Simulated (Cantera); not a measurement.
**Equilibrium for carbothermic reduction: MgO + CH4 + H2**

Input: 1 mol MgO, 2.2 mol CH4, 2.1 mol H2, at 0.00470 bar.

Cantera equilibrium calculation (NASA polynomials, part measured and part estimated; ideal gas, pure solids and liquids). Candidate condensed phases: C, C6H6, C7H8, C8H18, H2O, Mg, MgCO3, MgO, Mg(OH)2; 116 gas species. The tables' values for MgH are old estimates; treat these amounts as uncertain. The numbers say what is thermodynamically allowed, not how fast it happens.

| T (K) | x H2 | x CO | x Mg | x CH4 | x H | x MgH | x C2H2 (acetylene) | n C(graphite) | n MgO(s) |
|---|---|---|---|---|---|---|---|---|---|
| 923 | 0.999 | 2.49e-8 | 2.51e-8 | 0.00109 | 3.57e-9 | 6.46e-12 | 1.19e-10 | 2.19 | 1.00 |
| 973 | 0.999 | 2.06e-7 | 2.06e-7 | 0.000603 | 1.58e-8 | 6.09e-11 | 5.38e-10 | 2.20 | 1.000 |
| 1023 | 1.000 | 1.38e-6 | 1.38e-6 | 0.000352 | 6.04e-8 | 4.60e-10 | 2.10e-9 | 2.20 | 1.000 |
| 1073 | 1.000 | 7.71e-6 | 7.71e-6 | 0.000216 | 2.04e-7 | 2.87e-9 | 7.18e-9 | 2.20 | 1.000 |
| 1123 | 1.000 | 3.69e-5 | 3.69e-5 | 0.000138 | 6.21e-7 | 1.52e-8 | 2.20e-8 | 2.20 | 1.000 |
| 1173 | 1.000 | 0.000154 | 0.000154 | 9.14e-5 | 1.72e-6 | 6.96e-8 | 6.12e-8 | 2.20 | 0.999 |
| 1223 | 0.999 | 0.000572 | 0.000572 | 6.25e-5 | 4.38e-6 | 2.81e-7 | 1.56e-7 | 2.20 | 0.996 |
| 1273 | 0.996 | 0.00191 | 0.00191 | 4.38e-5 | 1.04e-5 | 1.01e-6 | 3.70e-7 | 2.19 | 0.988 |
| 1323 | 0.988 | 0.00582 | 0.00581 | 3.12e-5 | 2.30e-5 | 3.30e-6 | 8.16e-7 | 2.16 | 0.962 |
| 1373 | 0.967 | 0.0163 | 0.0163 | 2.21e-5 | 4.78e-5 | 9.77e-6 | 1.67e-6 | 2.09 | 0.891 |
| 1423 | 0.915 | 0.0424 | 0.0424 | 1.50e-5 | 9.27e-5 | 2.63e-5 | 3.14e-6 | 1.90 | 0.699 |
| 1473 | 0.793 | 0.103 | 0.103 | 8.69e-6 | 0.000164 | 6.32e-5 | 5.16e-6 | 1.35 | 0.155 |
x: gas mole fraction; n: condensed amount in mol.

From 923 K to 1473 K the condensed part is C(graphite) + MgO(s). The main Mg-bearing gas is Mg throughout.
